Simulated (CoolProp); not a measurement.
Properties of c-C4F8 (RC318) along the isobar 1.1 bar (Tc = 388.4 K, pc = 27.78 bar, ω = 0.355).

Values from CoolProp's reference Helmholtz-energy equation of state, Platzer 1990. This equation is an older, rougher fit.

| T (K) | phase | Prandtl number | fugacity coefficient |
|---|---|---|---|
| 384.7 | gas | … | 0.9866 |
| 397.5 | gas | 0.752 | 0.9880 |
| 410.3 | gas | 0.752 | 0.9893 |
| 423.1 | gas | … | 0.9904 |
| 435.9 | gas | 0.754 | 0.9914 |
| 448.7 | gas | 0.754 | 0.9922 |
| 461.6 | gas | … | 0.9930 |
| 474.4 | gas | 0.756 | 0.9937 |
| 487.2 | gas | 0.756 | 0.9943 |
| 500 | gas | … | 0.9949 |

Problem. Fill in the missing entries.

Solution. 
- 384.7, Prandtl number: 0.751
- 423.1, Prandtl number: 0.753
- 461.6, Prandtl number: 0.755
- 500, Prandtl number: 0.757

Viscosity comes from a separate model (Huber 2003), an estimate that may be off by 10 % or more. Thermal conductivity comes from a separate model (Huber 2003), an estimate that may be off by 10 % or more.
